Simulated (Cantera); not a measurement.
Cantera run, input and output.

```python
import numpy as np
import cantera as ct

gas = ct.Solution("gri30.yaml")
gas.TPX = 1198, 100000, {'N2O': 0.2, 'H2': 0.0063, 'N2': 0.64}
reactor = ct.IdealGasConstPressureReactor(gas, energy="off", clone=False)
net = ct.ReactorNet([reactor])
net.rtol, net.atol = 1e-08, 1e-18
show = ['N2O', 'H2', 'N2', 'NO', 'H', 'H2O2', 'HO2']
times = np.geomspace(1e-06, 40, 14)

steps = ct.SolutionArray(gas, extra=["t"])
rows = []
print(f"{'t/s':>10s}{'T/K':>9s}{'P/Pa':>11s}" + "".join(f"{s:>11s}" for s in show))
for t in times:
    while net.time < t:
        t_next = net.step()
        steps.append(gas.state, t=t_next)
    rows.append([np.interp(t, steps.t, y) for y in (steps.T, steps.P, *steps(*show).X.T)])
    print(f"{t:10.3e}{rows[-1][0]:9.1f}{rows[-1][1]:11.4g}" + "".join(f"{x:11.3e}" for x in rows[-1][2:]))
rate = np.gradient(steps.T, steps.t)
print("integrator steps:", len(steps.t))
if steps.T.max() > steps.T[0] + 200:
    print(f"time of steepest temperature rise: {steps.t[rate.argmax()]:.4e} s")
gas.TPX = 1198, 100000, {'N2O': 0.2, 'H2': 0.0063, 'N2': 0.64}
gas.equilibrate("TP")
print(f"equilibrium (TP): T = {gas.T:.1f} K  " + "  ".join(f"{s} {gas[s].X[0]:.3e}" for s in show))
```

Result:

```
       t/s      T/K       P/Pa        N2O         H2         N2         NO          H       H2O2        HO2
 1.000e-06   1198.0      1e+05  2.363e-01  7.444e-03  7.562e-01  2.704e-10  1.319e-09  3.908e-18  3.306e-13
 3.844e-06   1198.0      1e+05  2.363e-01  7.444e-03  7.562e-01  3.815e-09  1.626e-08  1.002e-15  1.891e-11
 1.478e-05   1198.0      1e+05  2.363e-01  7.444e-03  7.562e-01  4.787e-08  1.573e-07  2.880e-13  9.608e-10
 5.680e-05   1198.0      1e+05  2.363e-01  7.435e-03  7.562e-01  4.772e-07  9.965e-07  5.113e-11  3.061e-08
 2.183e-04   1198.0      1e+05  2.362e-01  7.300e-03  7.564e-01  4.372e-06  3.649e-06  3.048e-09  4.114e-07
 8.392e-04   1198.0      1e+05  2.348e-01  6.036e-03  7.577e-01  3.142e-05  7.369e-06  3.165e-08  9.801e-07
 3.226e-03   1198.0      1e+05  2.304e-01  2.003e-03  7.619e-01  1.004e-04  2.706e-06  4.385e-08  1.334e-06
 1.240e-02   1198.0      1e+05  2.272e-01  1.406e-04  7.644e-01  2.157e-04  9.436e-08  1.301e-08  8.425e-07
 4.766e-02   1198.0      1e+05  2.219e-01  2.750e-07  7.672e-01  6.147e-04  3.785e-09  7.329e-09  4.218e-07
 1.832e-01   1198.0      1e+05  2.037e-01  2.627e-08  7.766e-01  2.088e-03  3.452e-09  7.579e-09  1.745e-07
 7.043e-01   1198.0      1e+05  1.496e-01  1.962e-08  8.045e-01  6.270e-03  2.697e-09  6.945e-09  6.337e-08
 2.707e+00   1198.0      1e+05  5.582e-02  1.029e-08  8.535e-01  1.225e-02  1.117e-09  3.975e-09  2.438e-08
 1.041e+01   1198.0      1e+05  3.771e-03  1.357e-09  8.816e-01  1.388e-02  5.108e-11  4.888e-10  6.328e-09
 4.000e+01   1198.0      1e+05  6.874e-07  2.653e-10  8.837e-01  1.388e-02  3.121e-12  4.870e-11  1.880e-09
integrator steps: 2040
equilibrium (TP): T = 1198.0 K  N2O 1.073e-08  H2 2.558e-10  N2 8.906e-01  NO 1.439e-04  H 3.061e-12  H2O2 5.035e-11  HO2 1.981e-09
```

Detailed kinetics in Cantera: GRI-Mech 3.0 (53 species, 325 reactions). GRI-Mech 3.0 was tuned for natural gas; its chemistry of N2O as a main component is partial and can be far from experiment. The mechanism lacks the step 2 NO + O2 → 2 NO2, which can matter for NO2 below about 1400 K. The temperature is held fixed by assumption; the heat of reaction is taken as removed at once.
